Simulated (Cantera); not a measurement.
What does this Cantera script print?

```python
import numpy as np
import cantera as ct

gas = ct.Solution("gri30.yaml")
gas.TPX = 923, 270, {'H2': 0.036, 'O2': 1}
reactor = ct.IdealGasConstPressureReactor(gas, energy="off", clone=False)
net = ct.ReactorNet([reactor])
net.rtol, net.atol = 1e-08, 1e-18
show = ['H2', 'O2', 'H2O2', 'H', 'OH', 'O', 'HO2']
times = np.geomspace(0.0004, 100, 15)

steps = ct.SolutionArray(gas, extra=["t"])
rows = []
print(f"{'t/s':>10s}{'T/K':>9s}{'P/Pa':>11s}" + "".join(f"{s:>11s}" for s in show))
for t in times:
    while net.time < t:
        t_next = net.step()
        steps.append(gas.state, t=t_next)
    rows.append([np.interp(t, steps.t, y) for y in (steps.T, steps.P, *steps(*show).X.T)])
    print(f"{t:10.3e}{rows[-1][0]:9.1f}{rows[-1][1]:11.4g}" + "".join(f"{x:11.3e}" for x in rows[-1][2:]))
rate = np.gradient(steps.T, steps.t)
print("integrator steps:", len(steps.t))
if steps.T.max() > steps.T[0] + 200:
    print(f"time of steepest temperature rise: {steps.t[rate.argmax()]:.4e} s")
gas.TPX = 923, 270, {'H2': 0.036, 'O2': 1}
gas.equilibrate("TP")
print(f"equilibrium (TP): T = {gas.T:.1f} K  " + "  ".join(f"{s} {gas[s].X[0]:.3e}" for s in show))
```

Output:

```
       t/s      T/K       P/Pa         H2         O2       H2O2          H         OH          O        HO2
 4.000e-04    923.0        270  3.475e-02  9.653e-01  1.405e-17  2.338e-12  3.623e-13  4.074e-13  2.688e-12
 9.719e-04    923.0        270  3.475e-02  9.653e-01  8.288e-17  5.107e-12  1.633e-12  2.129e-12  6.539e-12
 2.362e-03    923.0        270  3.475e-02  9.653e-01  4.900e-16  1.218e-11  6.447e-12  1.089e-11  1.593e-11
 5.738e-03    923.0        270  3.475e-02  9.653e-01  2.907e-15  4.602e-11  3.121e-11  6.822e-11  3.907e-11
 1.394e-02    923.0        270  3.475e-02  9.653e-01  1.784e-14  6.944e-10  5.074e-10  1.221e-09  1.048e-10
 3.388e-02    923.0        270  3.475e-02  9.652e-01  6.751e-13  4.202e-07  3.086e-07  7.473e-07  7.239e-09
 8.231e-02    923.0        270  5.496e-03  9.482e-01  3.729e-08  1.023e-02  1.678e-03  1.109e-02  1.739e-06
 2.000e-01    923.0        270  4.213e-04  9.495e-01  1.036e-08  4.819e-03  7.214e-04  1.269e-02  1.475e-06
 4.860e-01    923.0        270  1.887e-04  9.577e-01  1.059e-08  1.507e-03  4.700e-04  6.151e-03  1.232e-06
 1.181e+00    923.0        270  5.226e-05  9.627e-01  1.065e-08  2.201e-04  2.398e-04  1.771e-03  8.095e-07
 2.869e+00    923.0        270  9.893e-06  9.642e-01  9.314e-09  1.875e-05  1.041e-04  3.481e-04  3.864e-07
 6.971e+00    923.0        270  1.655e-06  9.646e-01  6.474e-09  1.385e-06  4.366e-05  6.135e-05  1.386e-07
 1.694e+01    923.0        270  2.987e-07  9.646e-01  3.681e-09  1.157e-07  1.913e-05  1.169e-05  4.149e-08
 4.116e+01    923.0        270  6.363e-08  9.646e-01  1.889e-09  1.229e-08  9.079e-06  2.619e-06  1.189e-08
 1.000e+02    923.0        270  1.621e-08  9.646e-01  9.382e-10  1.686e-09  4.684e-06  6.963e-07  3.600e-09
integrator steps: 1797
equilibrium (TP): T = 923.0 K  H2 5.083e-12  O2 9.646e-01  H2O2 1.749e-12  H 1.068e-14  OH 8.631e-08  O 2.374e-10  HO2 1.043e-10
```

Computed with Cantera and GRI-Mech 3.0 (53 species, 325 reactions). Radical loss at walls, strong at low pressure, is not modelled. Below about 950 K walls govern HO2 and H2O2 in real vessels. The temperature is held fixed by assumption; the heat of reaction is taken as removed at once.
